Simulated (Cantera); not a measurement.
A perfectly stirred reactor is fed with H2 : O2 : N2 = 1 : 0.641 : 2.41 (molar parts), equivalence ratio 0.78, at 5.00 bar; it is adiabatic with a 500 K inlet, and is followed from long to short residence time, starting on the burning branch (τ in s: 0.024, 0.013, 0.0074, 0.0041, 0.0022, 0.0012, 0.00068, 0.00037, 0.0002, 0.00011, 6.2e-05, 3.4e-05, 1.9e-05).

Model: the H2/O2 subset of GRI-Mech 3.0, which has no nitrogen chemistry, integrated in Cantera. The hydrogen kinetics of GRI-Mech 3.0 are dated; newer H2 mechanisms differ, most at raised pressure.

Problem. What does this change do: N2 2.41 to 1.7 parts?

Solution. 
```json
[
 {"quantity": "blow-out, bracketed by the residence times tried", "before": "burning at 19.0 µs, the shortest tried", "after": "burning at 19.0 µs, the shortest tried"},
 {"quantity": "x(H2) at τ = 24.0 ms", "before": "0.00143", "after": "0.00607"},
 {"quantity": "x(O2) at τ = 24.0 ms", "before": "0.0387", "after": "0.0475"},
 {"quantity": "x(OH) at τ = 24.0 ms", "before": "0.00555", "after": "0.0157"},
 {"quantity": "x(HO2) at τ = 24.0 ms", "before": "5.88e-6", "after": "1.58e-5"},
 {"quantity": "x(O) at τ = 24.0 ms", "before": "0.000469", "after": "0.00211"},
 {"quantity": "x(H2) at τ = 0.680 ms", "before": "0.00351", "after": "0.00723"},
 {"quantity": "x(O2) at τ = 0.680 ms", "before": "0.0390", "after": "0.0478"},
 {"quantity": "x(OH) at τ = 0.680 ms", "before": "0.00780", "after": "0.0166"},
 {"quantity": "x(HO2) at τ = 0.680 ms", "before": "9.54e-6", "after": "1.64e-5"},
 {"quantity": "x(O) at τ = 0.680 ms", "before": "0.00101", "after": "0.00242"}
]
```

Problem. What does this change do: 0.08 parts H2O added?

Solution. 
```tsv
quantity	before	after
blow-out, bracketed by the residence times tried	burning at 19.0 µs, the shortest tried	burning at 19.0 µs, the shortest tried
x(H2) at τ = 24.0 ms	0.00143	0.00123
x(O2) at τ = 24.0 ms	0.0387	0.0380
x(OH) at τ = 24.0 ms	0.00555	0.00492
x(HO2) at τ = 24.0 ms	5.88e-6	5.32e-6
x(O) at τ = 24.0 ms	0.000469	0.000372
x(H2) at τ = 0.680 ms	0.00351	0.00340
x(O2) at τ = 0.680 ms	0.0390	0.0382
x(OH) at τ = 0.680 ms	0.00780	0.00725
x(HO2) at τ = 0.680 ms	9.54e-6	9.69e-6
x(O) at τ = 0.680 ms	0.00101	0.000878
```
